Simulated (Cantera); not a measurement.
A freely propagating, adiabatic, planar premixed flame of 10.3 % CH₄, 18.7 % O₂, 71.0 % N₂, unburnt at 450 K and 0.138 atm; mixture-averaged transport, grid criteria slope 0.08 and curve 0.16, no radiation.

Computed with Cantera and GRI-Mech 3.0 (53 species, 325 reactions). Burning velocities carry a grid error of a few per cent, more on coarse grids.

Task: Predict: laminar burning velocity; thermal thickness; peak x(H); peak x(HO₂); peak x(C₂H₆); peak x(HCO).

Result: 
| Property | Value |
|---|---|
| laminar burning velocity | 111 cm/s |
| thermal thickness | 2.04 mm |
| peak x(H) | 0.0163 |
| peak x(HO₂) | 0.000130 |
| peak x(C₂H₆) | 0.00123 |
| peak x(HCO) | 9.13e-5 |
